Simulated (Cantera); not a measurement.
A Cantera script and what it prints.

```python
import numpy as np
import cantera as ct

gas_names = [...]  # 151 gases of nasa_gas.yaml made of C, H, N, O, Si
cond_names = """
    C(gr) C6H6(L) C7H8(L) C8H18(L),n-octa H2O(s) H2O(L) Si(cr) Si(L) SiC(b) SiO2(Lqz) SiO2(hqz) SiO2(L)
    Si2N2O(s) Si3N4(a)
""".split()


# ... load() reads the species with a 1 bar reference pressure and builds the phases ...
atoms = {
    'Si3N4': {'Si': 3, 'N': 4},
    'N2O': {'N': 2, 'O': 1},
    'H2': {'H': 2},
    'CO2': {'C': 1, 'O': 2},
}
top_T = {'C(gr)': 4500, 'SiC(b)': 3050, 'Si2N2O(s)': 2100, 'Si3N4(a)': 2400}  # K; cautious upper limits of use, not melting points


# ... equilibrate(T, P, feed) seeds the gas with the atoms and calls Mixture.equilibrate('TP', solver="vcs", rtol=1e-11, max_steps=5000) ...
results = []
feed = {'Si3N4': 1, 'N2O': 0.66, 'H2': 160, 'CO2': 2.8}  # mol
T = 1300  # K
P = 210000  # Pa
mix = equilibrate(T, P, feed)
results.append((T, P, feed, dict(zip(mix.species_names, mix.species_moles))))
print(gas.report(threshold=1e-05))
for i in range(1, mix.n_phases):
    print(f"{mix.phase(i).name:16s} {mix.phase_moles(i):12.5e} mol")
```

Result:

```
       temperature   1300 K
          pressure   2.1e+05 Pa
           density   0.052876 kg/m^3
  mean mol. weight   2.7215 kg/kmol
   phase of matter   gas

                          1 kg             1 kmol
                     ---------------   ---------------
          enthalpy         1.059e+07        2.8822e+07  J
   internal energy        6.6186e+06        1.8013e+07  J
           entropy             63229        1.7208e+05  J/K
    Gibbs function       -7.1608e+07       -1.9488e+08  J
 heat capacity c_p             11829             32194  J/K
 heat capacity c_v            8774.4             23880  J/K

                      mass frac. Y      mole frac. X     chem. pot. / RT
                     ---------------   ---------------   ---------------
               CH4          0.067965           0.01153           -37.201
                CO          0.059532         0.0057843           -40.967
               HCN        0.00018477        1.8606e-05           -25.491
                H2           0.71667           0.96748           -17.487
               H2O        0.00095083        0.00014364           -56.227
               NH3        0.00019004        3.0368e-05           -40.751
                N2           0.15447          0.015007           -29.041
     [ +144 minor]        3.5421e-05        3.9455e-06

C(gr)             0.00000e+00 mol
Si(cr)            0.00000e+00 mol
SiC(b)            0.00000e+00 mol
SiO2(hqz)         2.53501e+00 mol
Si2N2O(s)         2.32494e-01 mol
Si3N4(a)          0.00000e+00 mol
```

Method: chemical equilibrium by Gibbs-energy minimisation in Cantera with the NASA 1993 tables (ideal gas, pure condensed phases). Mutual solubility and eutectic melting of coexisting phases are not modelled. The tables hold silica as quartz up to 1696 K and as liquid above; real silica turns to tridymite and cristobalite and melts near 1996 K.
